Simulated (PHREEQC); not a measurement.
## Metal-bearing waste water

A solution holds 0.034 mol MnSO4, 6.3e-05 mol CuCl2, 0.018 mol HCl and 0.0039 mol NaCl per kg of water, at 20 °C. Closed to the air; pH follows from the charge balance.

Model: ion-association model, wateq4f.dat, run in PHREEQC.

Each row changes one thing in this solution. Precipitation was switched off in this run.

```tsv
case	pH	ionic strength (mol/kgw)	Mn+2 (mol/kgw)	Cl- (mol/kgw)	SO4-2 (mol/kgw)	MnSO4 (mol/kgw)	SI of Chalcanthite (CuSO4:5H2O)	SI of Halite (NaCl)
as made	2.03	0.104	0.0236	0.0212	0.0175	0.00960	-4.31	-5.89
HCl from 0.018 to 0.18 mol/kgw	0.91	0.249	0.0261	0.178	0.00630	0.00211	-4.92	-5.02
0.018 mol/kgw CO2 added	2.03	0.104	0.0236	0.0212	0.0175	0.00960	-4.32	-5.89
NaCl from 0.0039 to 0.039 mol/kgw	2.03	0.141	0.0238	0.0552	0.0181	0.00824	-4.37	-4.50
temperature from 20 to 75 °C	2.22	0.0857	0.0209	0.0213	0.0109	0.0124	-4.74	-6.00
MnSO4 from 0.034 to 0.17 mol/kgw	2.32	0.378	0.0940	0.0200	0.0838	0.0740	-4.12	-6.04
diluted 100-fold with water	3.77	0.00152	0.000328	0.000220	0.000324	1.22e-5	-7.20	-9.68
```

Constants without temperature data keep their 25 °C values here.
